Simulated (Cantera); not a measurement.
Feed: 1 mol MgO, 1.2 mol H₂, at 1925 K.

Method: chemical equilibrium by Gibbs-energy minimisation in Cantera with the NASA 1993 tables (ideal gas, pure condensed phases). Candidate condensed phases: H₂O, Mg, MgO, Mg(OH)₂; 15 gas species. The tables' values for MgH are old estimates; treat these amounts as uncertain. Equilibrium is a limit: real reactors are often held back by kinetics, nucleation or transport.

x: gas mole fraction; n: condensed amount in mol.

| P (Pa) | x H₂ | x Mg | x H₂O | x H | x OH | x O | n MgO(s) |
|---|---|---|---|---|---|---|---|
| 1 | 0.200 | 0.335 | 0.297 | 0.135 | 0.0174 | ? | 0.297 |
| 7.20 | 0.531 | 0.193 | 0.190 | 0.0821 | 0.00254 | ? | 0.696 |
| 52 | 0.788 | 0.0871 | 0.0868 | 0.0372 | 0.000354 | ? | 0.883 |
| 370 | 0.915 | 0.0351 | 0.0351 | 0.0150 | 4.98e-5 | ? | 0.956 |
| 2700 | 0.967 | 0.0134 | 0.0134 | 0.00572 | 6.84e-6 | ? | 0.984 |
| 19000 | 0.988 | 0.00507 | 0.00511 | 0.00218 | 9.74e-7 | ? | 0.994 |
| 140000 | 0.995 | 0.00187 | 0.00190 | 0.000806 | 1.33e-7 | ? | 0.998 |
| 1000000 | 0.998 | 0.000689 | 0.000722 | 0.000302 | 1.89e-8 | ? | 0.999 |

Problem. Fill in the missing entries.

Solution. 
- 1, x O: 0.00877
- 7.20, x O: 0.000293
- 52, x O: 1.25e-5
- 370, x O: 6.11e-7
- 2700, x O: 3.02e-8
- 19000, x O: 1.60e-9
- 140000, x O: 8.03e-11
- 1000000, x O: 4.26e-12
